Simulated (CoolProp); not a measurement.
Saturation properties of R152A (Tc = 113.3 °C, pc = 4.517 MPa, ω = 0.275).

Model: reference Helmholtz-energy equation of state, Outcalt 1996, in CoolProp. It is a modified Benedict-Webb-Rubin equation, recast in Helmholtz form.

```json
[
 {"T (°C)": "32.45", "p (MPa)": "0.7394", "liquid density (kg/m³)": "880.2", "liquid cp (kJ/(kg K))": "1.839", "liquid viscosity (µPa s)": "148"},
 {"T (°C)": "38.65", "p (MPa)": "0.8769", "liquid density (kg/m³)": "863.4", "liquid cp (kJ/(kg K))": "1.876", "liquid viscosity (µPa s)": "?"},
 {"T (°C)": "44.85", "p (MPa)": "1.033", "liquid density (kg/m³)": "845.9", "liquid cp (kJ/(kg K))": "1.918", "liquid viscosity (µPa s)": "128"},
 {"T (°C)": "51.05", "p (MPa)": "1.209", "liquid density (kg/m³)": "827.6", "liquid cp (kJ/(kg K))": "1.966", "liquid viscosity (µPa s)": "119"},
 {"T (°C)": "57.25", "p (MPa)": "1.406", "liquid density (kg/m³)": "808.3", "liquid cp (kJ/(kg K))": "?", "liquid viscosity (µPa s)": "110"},
 {"T (°C)": "63.45", "p (MPa)": "1.626", "liquid density (kg/m³)": "787.8", "liquid cp (kJ/(kg K))": "2.090", "liquid viscosity (µPa s)": "?"},
 {"T (°C)": "69.65", "p (MPa)": "1.872", "liquid density (kg/m³)": "765.9", "liquid cp (kJ/(kg K))": "2.174", "liquid viscosity (µPa s)": "95.0"},
 {"T (°C)": "75.85", "p (MPa)": "2.144", "liquid density (kg/m³)": "742.2", "liquid cp (kJ/(kg K))": "2.280", "liquid viscosity (µPa s)": "87.8"}
]
```

What belongs in the gaps?


- 38.65, liquid viscosity (µPa s): 137
- 57.25, liquid cp (kJ/(kg K)): 2.023
- 63.45, liquid viscosity (µPa s): 102

It boils at -24.0 °C under 1 atm.

Viscosity comes from a separate model (Bell 2016), an estimate that may be off by 10 % or more.
